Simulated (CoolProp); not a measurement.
Vapour-liquid equilibrium of ethane (1) + C2F6 (R116) (2) at 0.686 MPa; x and y are mole fractions of (1).

Model: multi-fluid Helmholtz-energy mixture model, Bücker 2006 and Lemmon 2006; pair parameters Bell 2016, in CoolProp.

```tsv
x	bubble temperature (°C)	y at the bubble point	dew temperature at overall composition x (°C)	liquid density (mol/L)
0.05	___	0.127	-34.4	10.25
0.15	-41.5	0.327	-36.8	10.76
0.25	-45.2	0.459	-39.4	11.23
0.35	-47.4	0.542	-42.1	11.70
0.45	-48.7	0.597	-44.9	12.19
0.55	-49.3	0.635	-47.6	12.72
0.65	-49.6	0.667	-49.5	13.33
0.75	-49.5	0.704	-48.9	14.03
0.85	-48.8	___	-47.1	14.81
0.95	-46.4	0.884	-44.9	___
```

Question: Some entries are withheld; supply them.

Answer: 
- 0.05, bubble temperature (°C): -36.3
- 0.85, y at the bubble point: 0.762
- 0.95, liquid density (mol/L): 15.64

y crosses x between x = 0.65 and 0.75: the model has an azeotrope there.

The pair parameters rest on a limited set of measurements; away from them the model extrapolates.
